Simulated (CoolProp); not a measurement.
Properties of tetrahydrofuran along the isobar 450 kPa (Tc = 540.2 K, pc = 5304 kPa, ω = 0.234).

Model: reference Helmholtz-energy equation of state, Fiedler 2023, in CoolProp.

```json
[
 {"T (K)": "179.4", "phase": "liquid", "Z": "0.02157", "fugacity coefficient": "3.487e-6"},
 {"T (K)": "191.7", "phase": "liquid", "Z": "0.02045", "fugacity coefficient": "1.794e-5"},
 {"T (K)": "203.9", "phase": "liquid", "Z": "0.01948", "fugacity coefficient": "7.296e-5"},
 {"T (K)": "216.2", "phase": "liquid", "Z": "0.01861", "fugacity coefficient": "0.0002498"},
 {"T (K)": "228.4", "phase": "liquid", "Z": "0.01786", "fugacity coefficient": "0.0007284"},
 {"T (K)": "240.7", "phase": "liquid", "Z": "0.01718", "fugacity coefficient": "0.001886"},
 {"T (K)": "253", "phase": "liquid", "Z": "0.01657", "fugacity coefficient": "0.004384"},
 {"T (K)": "265.2", "phase": "liquid", "Z": "0.01603", "fugacity coefficient": "0.009242"},
 {"T (K)": "277.5", "phase": "liquid", "Z": "0.01554", "fugacity coefficient": "0.01812"},
 {"T (K)": "289.7", "phase": "liquid", "Z": "0.01511", "fugacity coefficient": "0.03302"},
 {"T (K)": "302", "phase": "liquid", "Z": "0.01472", "fugacity coefficient": "0.05701"},
 {"T (K)": "314.2", "phase": "liquid", "Z": "0.01437", "fugacity coefficient": "0.09309"},
 {"T (K)": "326.5", "phase": "liquid", "Z": "0.01405", "fugacity coefficient": "0.1458"},
 {"T (K)": "338.7", "phase": "liquid", "Z": "0.01377", "fugacity coefficient": "0.2187"},
 {"T (K)": "351", "phase": "liquid", "Z": "0.01352", "fugacity coefficient": "0.3176"}
]
```
